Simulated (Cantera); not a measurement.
Charge: 1 mol trisilylamine, 0.74 mol NH3, 7.7 mol H2, 0.24 mol N2, held at 0.133 bar.

Equilibrium computed with Cantera from the NASA thermochemical tables; the gas is ideal and each condensed phase is pure. Candidate condensed phases: Si, Si3N4; 18 gas species. The feed counts by its element totals alone. Mutual solubility and eutectic melting of coexisting phases are not modelled. The tables' values for SiN are old estimates; treat these amounts as uncertain. Gases not in the tables: Si2H6 and higher silanes. Equilibrium is a limit: real reactors are often held back by kinetics, nucleation or transport.

x: gas mole fraction; n: condensed amount in mol.

```tsv
T (K)	x H2	x N2	x H	x Si	x SiH	x SiH2	x Si2N	n Si(s)	n Si3N4(s)	n Si(l)
1098	1.00	6.70e-9	6.77e-8	<1e-12	1.81e-12	1.25e-9	<1e-12	1.33	0.555	0
1198	1.000	2.01e-7	5.21e-7	9.66e-12	5.36e-11	1.14e-8	<1e-12	1.33	0.555	0
1298	1.000	3.54e-6	2.93e-6	3.05e-10	9.34e-10	7.39e-8	<1e-12	1.34	0.555	0
1398	1.000	4.11e-5	1.30e-5	5.85e-9	1.08e-8	3.66e-7	3.69e-11	1.34	0.555	0
1498	1.000	___	___	___	___	___	___	1.34	0.553	0
1598	0.998	___	___	___	___	___	___	1.38	0.541	0
1698	0.988	0.0113	0.000394	4.93e-6	2.78e-6	1.38e-5	2.11e-7	0	0.479	1.56
1798	0.935	0.0639	0.000932	2.31e-5	9.37e-6	2.76e-5	1.53e-6	0	0.100	2.70
1898	0.921	0.0769	0.00205	9.21e-5	2.82e-5	5.30e-5	4.55e-6	0	0	3.00
1998	0.918	0.0768	0.00421	0.000319	7.61e-5	9.64e-5	1.11e-5	0	0	2.99
2098	0.914	0.0766	0.00806	0.000980	0.000186	0.000165	2.48e-5	0	0	2.98
```

Problem. Complete the blanks.

Solution. 
- 1598, x N2: 0.00217
- 1598, x H: 0.000146
- 1598, x Si: 7.01e-7
- 1598, x SiH: 5.61e-7
- 1598, x SiH2: 4.88e-6
- 1598, x Si2N: 1.73e-8
- 1498, x N2: 0.000342
- 1498, x H: 4.71e-5
- 1498, x Si: 7.53e-8
- 1498, x SiH: 8.89e-8
- 1498, x SiH2: 1.46e-6
- 1498, x Si2N: 9.87e-10
